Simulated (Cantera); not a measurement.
Cantera run, input and output.

```python
import numpy as np
import cantera as ct

gas = ct.Solution("gri30.yaml")
gas.TPX = 1450, 230000, {'CO': 0.0092, 'O2': 0.0048, 'H2O': 0.0017, 'N2': 1}
reactor = ct.IdealGasConstPressureReactor(gas, energy="off", clone=False)
net = ct.ReactorNet([reactor])
net.rtol, net.atol = 1e-08, 1e-18
show = ['CO', 'O2', 'H2O', 'CO2', 'N2O', 'OH', 'H']
times = np.geomspace(0.0004, 2, 15)

steps = ct.SolutionArray(gas, extra=["t"])
rows = []
print(f"{'t/s':>10s}{'T/K':>9s}{'P/Pa':>11s}" + "".join(f"{s:>11s}" for s in show))
for t in times:
    while net.time < t:
        t_next = net.step()
        steps.append(gas.state, t=t_next)
    rows.append([np.interp(t, steps.t, y) for y in (steps.T, steps.P, *steps(*show).X.T)])
    print(f"{t:10.3e}{rows[-1][0]:9.1f}{rows[-1][1]:11.4g}" + "".join(f"{x:11.3e}" for x in rows[-1][2:]))
rate = np.gradient(steps.T, steps.t)
print("integrator steps:", len(steps.t))
if steps.T.max() > steps.T[0] + 200:
    print(f"time of steepest temperature rise: {steps.t[rate.argmax()]:.4e} s")
gas.TPX = 1450, 230000, {'CO': 0.0092, 'O2': 0.0048, 'H2O': 0.0017, 'N2': 1}
gas.equilibrate("TP")
print(f"equilibrium (TP): T = {gas.T:.1f} K  " + "  ".join(f"{s} {gas[s].X[0]:.3e}" for s in show))
```

It prints:

```
       t/s      T/K       P/Pa         CO         O2        H2O        CO2        N2O         OH          H
 4.000e-04   1450.0    2.3e+05  9.057e-03  4.725e-03  1.674e-03  3.893e-07  1.365e-10  5.292e-08  4.927e-08
 7.350e-04   1450.0    2.3e+05  9.050e-03  4.720e-03  1.672e-03  7.662e-06  2.714e-09  1.032e-06  9.735e-07
 1.350e-03   1450.0    2.3e+05  8.364e-03  4.277e-03  1.558e-03  6.948e-04  2.549e-07  5.602e-05  1.051e-04
 2.481e-03   1450.0    2.3e+05  4.199e-03  2.224e-03  1.305e-03  4.876e-03  5.293e-07  1.053e-04  4.009e-04
 4.559e-03   1450.0    2.3e+05  1.983e-03  1.186e-03  1.466e-03  7.105e-03  4.128e-07  6.986e-05  1.742e-04
 8.378e-03   1450.0    2.3e+05  1.080e-03  7.435e-04  1.564e-03  8.013e-03  3.863e-07  4.496e-05  6.865e-05
 1.539e-02   1450.0    2.3e+05  6.288e-04  5.165e-04  1.613e-03  8.467e-03  3.751e-07  3.020e-05  2.881e-05
 2.828e-02   1450.0    2.3e+05  3.743e-04  3.868e-04  1.640e-03  8.723e-03  3.632e-07  2.095e-05  1.250e-05
 5.197e-02   1450.0    2.3e+05  2.222e-04  3.087e-04  1.656e-03  8.876e-03  3.371e-07  1.487e-05  5.464e-06
 9.549e-02   1450.0    2.3e+05  1.294e-04  2.609e-04  1.666e-03  8.969e-03  2.839e-07  1.071e-05  2.362e-06
 1.755e-01   1450.0    2.3e+05  7.317e-05  2.320e-04  1.672e-03  9.025e-03  2.052e-07  7.787e-06  9.939e-07
 3.224e-01   1450.0    2.3e+05  3.996e-05  2.150e-04  1.675e-03  9.059e-03  1.259e-07  5.663e-06  4.025e-07
 5.924e-01   1450.0    2.3e+05  2.107e-05  2.054e-04  1.678e-03  9.078e-03  6.911e-08  4.097e-06  1.560e-07
 1.088e+00   1450.0    2.3e+05  1.082e-05  2.003e-04  1.679e-03  9.088e-03  3.605e-08  2.948e-06  5.849e-08
 2.000e+00   1450.0    2.3e+05  5.541e-06  1.977e-04  1.680e-03  9.093e-03  1.868e-08  2.126e-06  2.189e-08
integrator steps: 1597
equilibrium (TP): T = 1450.0 K  CO 1.007e-06  O2 1.823e-04  H2O 1.681e-03  CO2 9.098e-03  N2O 3.338e-09  OH 9.040e-07  H 1.757e-09
```

Detailed kinetics in Cantera: GRI-Mech 3.0 (53 species, 325 reactions).
